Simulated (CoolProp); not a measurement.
CH2F2 (R32) at 404.34 K and 1.07 MPa flows at 3 m/s in a round tube of 25 mm bore and 45 µm roughness, fully developed (64/Re and Nu = 3.66 if laminar; Colebrook and Gnielinski if turbulent). Each further row changes one setting.

Computed with CoolProp (reference Helmholtz-energy equation of state, Tillner-Roth 1997).

```csv
case,Reynolds number,Darcy friction factor,pressure drop (Pa/m),heat-transfer coefficient (W/(m² K)),mass flow (kg/h)
as stated,72200,0.0252,(withheld),192,(withheld)
velocity 6 m/s,144000,0.0241,300,369,(withheld)
diameter 50 mm,144000,(withheld),(withheld),161,367
```

**Question.** What belongs in the gaps?

**Answer.** 
- as stated, pressure drop (Pa/m): 78.5
- as stated, mass flow (kg/h): 91.8
- velocity 6 m/s, mass flow (kg/h): 184
- diameter 50 mm, Darcy friction factor: 0.0211
- diameter 50 mm, pressure drop (Pa/m): 32.9

Viscosity comes from a separate model (Bell 2016), an estimate that may be off by 10 % or more. Thermal conductivity comes from a separate model (Huber 2003), an estimate that may be off by 10 % or more.
